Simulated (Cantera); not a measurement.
Input: 1 mol CCl4, 0.1 mol Si, at 1.43 Torr.

These are equilibrium values from Cantera (NASA tables, ideal gas, pure condensed phases), not measurements of a reactor. Candidate condensed phases: C, Si, SiC; 24 gas species. The tables' values for SiCl, CCl are old estimates; treat these amounts as uncertain. Kinetics and transport are ignored.

x: gas mole fraction; nothing condenses.

| T (K) | x Cl | x C | x C3 | x Si | x C2 |
|---|---|---|---|---|---|
| 2925 | 0.899 | 0.0120 | 0.0595 | 0.0134 | 0.00635 |
| 2975 | 0.895 | 0.0162 | 0.0582 | 0.0148 | 0.00760 |
| 3025 | 0.890 | [?] | 0.0562 | 0.0161 | [?] |
| 3075 | 0.885 | [?] | 0.0535 | 0.0172 | [?] |
| 3125 | 0.879 | 0.0367 | 0.0501 | 0.0180 | 0.0119 |
| 3175 | 0.872 | 0.0468 | 0.0459 | 0.0187 | 0.0133 |
| 3225 | 0.864 | 0.0585 | 0.0410 | 0.0193 | 0.0145 |
| 3275 | 0.855 | 0.0720 | 0.0356 | 0.0196 | 0.0155 |
| 3325 | 0.846 | 0.0869 | 0.0298 | 0.0199 | 0.0161 |
| 3375 | 0.836 | 0.103 | 0.0240 | 0.0200 | 0.0162 |

### Question
Complete the blanks.

### Answer

- 3025, x C: 0.0216
- 3025, x C2: 0.00896
- 3075, x C: 0.0284
- 3075, x C2: 0.0104
